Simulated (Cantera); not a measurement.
Hydrocarbon pyrolysis for carbon deposition

An isothermal, constant-pressure homogeneous reactor starts with 33.3 % CH₄, 66.7 % N₂, at 1623 K and 10000 Pa.

Cantera simulation using GRI-Mech 3.0 (53 species, 325 reactions); the numbers are that mechanism's predictions, not measurements. GRI-Mech 3.0 stops at C3 and has no aromatics, soot or wall deposition, so with more carbon than oxygen in the feed, carbon stays in small species such as C2H2 where larger ones or solid carbon would form.

```json
[
 {"t (s)": "0.000400", "x CH₄": "0.333", "x C₂H₆": "6.20e-7", "x CH₂": "2.23e-9", "x HCN": "<1e-12", "x C₂H₄": "7.83e-7", "x H₂": "6.47e-5", "x CH₃": "0.000125"},
 {"t (s)": "0.00110", "x CH₄": "0.333", "x C₂H₆": "9.88e-6", "x CH₂": "1.47e-8", "x HCN": "<1e-12", "x C₂H₄": "1.57e-5", "x H₂": "0.000205", "x CH₃": "0.000327"},
 {"t (s)": "0.00301", "x CH₄": "0.332", "x C₂H₆": "9.72e-5", "x CH₂": "7.35e-8", "x HCN": "3.28e-12", "x C₂H₄": "0.000252", "x H₂": "0.001000", "x CH₃": "0.000749"},
 {"t (s)": "0.00826", "x CH₄": "0.324", "x C₂H₆": "0.000438", "x CH₂": "2.46e-7", "x HCN": "8.32e-11", "x C₂H₄": "0.00269", "x H₂": "0.00764", "x CH₃": "0.00140"},
 {"t (s)": "0.0227", "x CH₄": "0.284", "x C₂H₆": "0.000561", "x CH₂": "3.42e-7", "x HCN": "1.88e-9", "x C₂H₄": "0.0102", "x H₂": "0.0476", "x CH₃": "0.00156"},
 {"t (s)": "0.0622", "x CH₄": "0.212", "x C₂H₆": "0.000238", "x CH₂": "2.16e-7", "x HCN": "1.11e-8", "x C₂H₄": "0.00579", "x H₂": "0.132", "x CH₃": "0.00106"},
 {"t (s)": "0.171", "x CH₄": "0.132", "x C₂H₆": "8.58e-5", "x CH₂": "1.40e-7", "x HCN": "3.71e-8", "x C₂H₄": "0.00185", "x H₂": "0.225", "x CH₃": "0.000660"},
 {"t (s)": "0.469", "x CH₄": "0.0624", "x C₂H₆": "2.13e-5", "x CH₂": "8.42e-8", "x HCN": "9.83e-8", "x C₂H₄": "0.000661", "x H₂": "0.304", "x CH₃": "0.000346"},
 {"t (s)": "1.29", "x CH₄": "0.0218", "x C₂H₆": "3.21e-6", "x CH₂": "4.15e-8", "x HCN": "2.10e-7", "x C₂H₄": "0.000423", "x H₂": "0.350", "x CH₃": "0.000141"},
 {"t (s)": "3.53", "x CH₄": "0.00682", "x C₂H₆": "3.80e-7", "x CH₂": "1.61e-8", "x HCN": "3.53e-7", "x C₂H₄": "0.000411", "x H₂": "0.367", "x CH₃": "4.85e-5"},
 {"t (s)": "9.68", "x CH₄": "0.00272", "x C₂H₆": "8.32e-8", "x CH₂": "6.80e-9", "x HCN": "5.07e-7", "x C₂H₄": "0.000416", "x H₂": "0.372", "x CH₃": "1.98e-5"},
 {"t (s)": "26.6", "x CH₄": "0.00201", "x C₂H₆": "5.70e-8", "x CH₂": "5.07e-9", "x HCN": "7.51e-7", "x C₂H₄": "0.000417", "x H₂": "0.372", "x CH₃": "1.47e-5"},
 {"t (s)": "72.9", "x CH₄": "0.00199", "x C₂H₆": "5.65e-8", "x CH₂": "5.03e-9", "x HCN": "1.40e-6", "x C₂H₄": "0.000417", "x H₂": "0.372", "x CH₃": "1.46e-5"},
 {"t (s)": "200", "x CH₄": "0.00199", "x C₂H₆": "5.65e-8", "x CH₂": "5.03e-9", "x HCN": "3.43e-6", "x C₂H₄": "0.000417", "x H₂": "0.372", "x CH₃": "1.46e-5"}
]
```
x: mole fraction; the columns are a selection and need not sum to one.

Equilibrium at this temperature and pressure: CH₄ 0.00154, C₂H₆ 3.40e-8, CH₂ 3.89e-9, HCN 0.0999, C₂H₄ 0.000250, H₂ 0.373, CH₃ 1.13e-5 (gas phase only).
